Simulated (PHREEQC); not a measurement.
30 mol of Gypsum (CaSO4:2H2O) is brought to equilibrium with 1 kg of water, with rising amounts of NaHSO4, at 25 °C. The system is closed to CO2. Only these solids could form: Gypsum.

Base run: PHREEQC, Pitzer model, pitzer.dat. Each further column changes one thing. The table gives HSO4- (mol/kgw).

```tsv
NaHSO4 added (mol)	base	database phreeqc.dat	database wateq4f.dat
0	4.83e-8	5.12e-8	5.09e-8
0.0667	0.0326	0.0353	0.0355
0.1	0.0517	0.0563	0.0568
0.133	0.0713	0.0779	0.0787
0.2	0.112	0.123	0.125
0.267	0.154	0.169	0.173
0.3	0.175	0.192	0.196
0.333	0.195	0.215	0.220
0.4	0.238	0.262	0.270
```

 pitzer.dat has no redox and few complexes: it carries them in its interaction parameters. phreeqc.dat and wateq4f.dat share most of their constants, so their agreement is no independent check.
